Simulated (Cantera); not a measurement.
Input: 1 mol MgO, 0.57 mol C, 0.3 mol CO, at 2648 K and 1.00 bar.

Equilibrium computed with Cantera from the NASA thermochemical tables; the gas is ideal and each condensed phase is pure. Candidate condensed phases: C, Mg, MgCO₃, MgO; 15 gas species. The numbers say what is thermodynamically allowed, not how fast it happens.

Base state: CO 0.598, Mg 0.398, CO₂ 0.00351, MgO 0.000297, O 1.31e-5 (mole fractions); condensed: MgO(s).

Task: What changes in the equilibrium state with this change: temperature from 2648 K to 2100 K?

Result: 
```
species        before    after
-----------  --------  -------
CO              0.598    0.604
Mg              0.398    0.396
CO₂           0.00351  1.83e-5
O             1.31e-5    <1e-9
MgO          0.000297  1.34e-7
Mg₂           9.95e-6  1.76e-5
MgO(s), mol     0.424    0.430
```
